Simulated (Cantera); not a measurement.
An isothermal plug-flow reactor at 1000 K and 270000 Pa (inlet), inlet velocity 0.27 m/s, active area per volume 1400 1/m; feed CH4 : O2 : N2 : H2O = 0.0021 : 0.034 : 0.79 : 0.0077 (molar parts).

Model: Deutschmann's 1995 Pt surface mechanism with GRI-Mech 3.0 gas chemistry, integrated in Cantera. Catalytic surfaces can have several steady states; this one follows from the mechanism file's or the stated starting coverage. Mass transfer to the wall is taken as infinitely fast.

**Question.** Predict: x(CH4) at z = 0.011 m; x(O2) at z = 0.011 m; x(H2O) at z = 0.011 m; x(CO2) at z = 0.011 m; x(CO) at z = 0.011 m; θ(free Pt) at the exit; θ(O*) at the exit; θ(OH*) at the exit.

**Answer.** 
- x(CH4) at z = 0.011 m = 4.80e-5
- x(O2) at z = 0.011 m = 0.0359
- x(H2O) at z = 0.011 m = 0.0141
- x(CO2) at z = 0.011 m = 0.00245
- x(CO) at z = 0.011 m = 3.11e-8
- θ(free Pt) at the exit = 0.198
- θ(O*) at the exit = 0.799
- θ(OH*) at the exit = 0.00350
